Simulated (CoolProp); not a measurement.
Saturation properties of benzene (Tc = 288.9 °C, pc = 49.06 bar, ω = 0.211).

Computed with CoolProp (reference Helmholtz-energy equation of state, Thol 2012).

```tsv
T (°C)	p (bar)	liquid density (kg/m³)	vapour density (kg/m³)	liquid conductivity (mW/(m K))
167.15	8.138	706.4	20.34	98.0
169.55	8.509	703.0	21.26	97.3
171.85	8.876	699.8	22.18	96.6
174.25	9.272	696.4	23.18	95.9
176.65	9.680	693.0	24.21	95.2
178.95	10.08	689.7	25.23	94.6
181.35	10.52	686.2	26.34	93.9
183.75	10.97	682.7	27.49	93.2
186.05	11.41	679.2	28.64	92.5
188.45	11.88	675.6	29.87	91.8
190.75	12.35	672.1	31.10	91.2
193.15	12.86	668.4	32.43	90.5
195.55	13.38	664.7	33.80	89.8
197.85	13.89	661.1	35.17	89.1
```

It boils at 80.1 °C under 1 atm.

Thermal conductivity comes from a separate model (Assael 2012).
